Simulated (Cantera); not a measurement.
Input (Python, Cantera) and output of one run.

```python
import numpy as np
import cantera as ct

gas_names = [...]  # 109 gases of nasa_gas.yaml made of C, Cl, H, Si
cond_names = """
    C(gr) C6H6(L) C7H8(L) C8H18(L),n-octa Si(cr) Si(L) SiC(b)
""".split()


# ... load() reads the species with a 1 bar reference pressure and builds the phases ...
atoms = {
    '(CH3)2SiCl2': {'C': 2, 'H': 6, 'Si': 1, 'CL': 2},
    'CH4': {'C': 1, 'H': 4},
    'H2': {'H': 2},
}
top_T = {'C(gr)': 4500, 'SiC(b)': 3050}  # K; cautious upper limits of use, not melting points


# ... equilibrate(T, P, feed) seeds the gas with the atoms and calls Mixture.equilibrate('TP', solver="vcs", rtol=1e-11, max_steps=5000) ...
results = []
feed = {'(CH3)2SiCl2': 1, 'CH4': 0.32, 'H2': 10}  # mol
T = 2425  # K
P = 10000  # Pa
mix = equilibrate(T, P, feed)
results.append((T, P, feed, dict(zip(mix.species_names, mix.species_moles))))
print(gas.report(threshold=0.0001))
for i in range(1, mix.n_phases):
    print(f"{mix.phase(i).name:16s} {mix.phase_moles(i):12.5e} mol")
```

Result:

```
       temperature   2425 K
          pressure   10000 Pa
           density   0.0035106 kg/m^3
  mean mol. weight   7.0783 kg/kmol
   phase of matter   gas

                          1 kg             1 kmol
                     ---------------   ---------------
          enthalpy        1.0334e+07         7.315e+07  J
   internal energy        7.4859e+06        5.2988e+07  J
           entropy             32162        2.2765e+05  J/K
    Gibbs function       -6.7658e+07        -4.789e+08  J
 heat capacity c_p            4975.8             35220  J/K
 heat capacity c_v            3801.2             26906  J/K

                      mass frac. Y      mole frac. X     chem. pot. / RT
                     ---------------   ---------------   ---------------
    C2H2,acetylene          0.023222         0.0063129           -29.012
                CL          0.025809         0.0051532           -24.695
                 H         0.0072473          0.050891           -11.313
               HCL           0.59267           0.11507           -36.009
                H2           0.23028           0.80852           -22.627
                Si          0.021093         0.0053161           -8.5551
              SiC2         0.0081199          0.001103            -14.94
              SiCL          0.010556          0.001176           -33.251
             SiCL2          0.071737         0.0051298           -57.946
               SiH         0.0018461        0.00044915           -19.868
              SiH2        0.00053148        0.00012498           -31.182
              Si2C         0.0059986        0.00062275           -20.303
     [  +97 minor]        0.00088961        0.00012932

C(gr)             1.30433e+00 mol
Si(L)             0.00000e+00 mol
SiC(b)            7.78085e-01 mol
```

Method: chemical equilibrium by Gibbs-energy minimisation in Cantera with the NASA 1993 tables (ideal gas, pure condensed phases). The feed counts by its element totals alone. The tables' values for SiCl, SiCl3 are old estimates; treat these amounts as uncertain. Gases not in the tables: Si2H6 and higher silanes.
